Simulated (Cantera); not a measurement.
A freely propagating, adiabatic, planar premixed flame of 13.2 % CH₃OH, 14.1 % O₂, 53.0 % N₂, 19.7 % H₂O, equivalence ratio 1.4, unburnt at 575 K and 0.178 atm; multicomponent transport, grid criteria slope 0.08 and curve 0.16, no radiation.

Cantera simulation using GRI-Mech 3.0 (53 species, 325 reactions); the numbers are that mechanism's predictions, not measurements. GRI-Mech 3.0 was tuned for natural gas; its chemistry of methanol as a main component is partial and can be far from experiment. Burning velocities carry a grid error of a few per cent, more on coarse grids.

Predict: laminar burning velocity; thermal thickness; peak x(C₂H₂).


```json
{
 "laminar_burning_velocity": "126 cm/s",
 "thermal_thickness": "1.43 mm",
 "peak x(C₂H₂)": "3.75e-6"
}
```
